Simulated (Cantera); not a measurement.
What does this Cantera script print?

```python
import numpy as np
import cantera as ct

gas_names = """
    C CO CO2 C2 C2O C3 C3O2 C4 C5 O O2 O3 Ta TaO TaO2
""".split()
cond_names = """
    C(gr) Ta(cr) Ta(L) TaC(s) TaC(L) Ta2O5(s) Ta2O5(L)
""".split()


# ... load() reads the species with a 1 bar reference pressure and builds the phases ...
atoms = {
    'Ta2O5': {'Ta': 2, 'O': 5},
    'CO': {'C': 1, 'O': 1},
    'C': {'C': 1},
}
top_T = {'C(gr)': 4500}  # K; cautious upper limits of use, not melting points


# ... equilibrate(T, P, feed) seeds the gas with the atoms and calls Mixture.equilibrate('TP', solver="vcs", rtol=1e-11, max_steps=5000) ...
results = []
feed = {'Ta2O5': 1, 'CO': 8.6, 'C': 1.3}  # mol
T = 1048.15  # K
P = 10000  # Pa
mix = equilibrate(T, P, feed)
results.append((T, P, feed, dict(zip(mix.species_names, mix.species_moles))))
x = sorted(zip(gas.X, gas.species_names), reverse=True)
print(f"T = {T:g} K  P = {P:g} Pa  gas = {mix.phase_moles(0):.4g} mol")
print("   x: " + "  ".join(f"{s} {v:.3e}" for v, s in x if v > 1e-06))
print("   condensed (mol): " + ("  ".join(f"{mix.phase(i).name} {mix.phase_moles(i):.4g}"
      for i in range(1, mix.n_phases) if mix.phase_moles(i) > 1e-12) or "none"))
```

Result:

```
T = 1048.15 K  P = 10000 Pa  gas = 8.421 mol
   x: CO 9.788e-01  CO2 2.120e-02
   condensed (mol): C(gr) 1.479  Ta2O5(s) 1
```

Cantera equilibrium calculation (NASA polynomials, part measured and part estimated; ideal gas, pure solids and liquids).
